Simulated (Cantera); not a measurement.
Mixture: CH4 : O2 : N2 = 1 : 4 : 15 (molar parts), equivalence ratio 0.50, at 5.00 bar, adiabatic and at constant volume. Ignition delay is the time to a rise of 400 K.

Detailed kinetics in Cantera: GRI-Mech 3.0 (53 species, 325 reactions).

### Question
What does this change do: constant pressure in place of constant volume?

### Answer
```tsv
quantity	before	after
delay at 1073 K	41.2 ms	42.3 ms
delay at 1273 K	2.77 ms	2.88 ms
delay at 1473 K	0.318 ms	0.334 ms
delay at 1673 K	58.5 µs	61.8 µs
delay at 1873 K	16.2 µs	17.3 µs
apparent activation energy between 1773 and 1973 K	160 kJ/mol	160 kJ/mol
```

### Question
What does this change do: pressure from 5.00 bar to 13.0 bar?

### Answer
```tsv
quantity	before	after
delay at 1073 K	41.2 ms	15.3 ms
delay at 1273 K	2.77 ms	1.09 ms
delay at 1473 K	0.318 ms	0.141 ms
delay at 1673 K	58.5 µs	27.0 µs
delay at 1873 K	16.2 µs	7.26 µs
apparent activation energy between 1773 and 1973 K	160 kJ/mol	170 kJ/mol
```
The pressure lies above the range GRI-Mech 3.0 was tuned for (to about 10 atm).
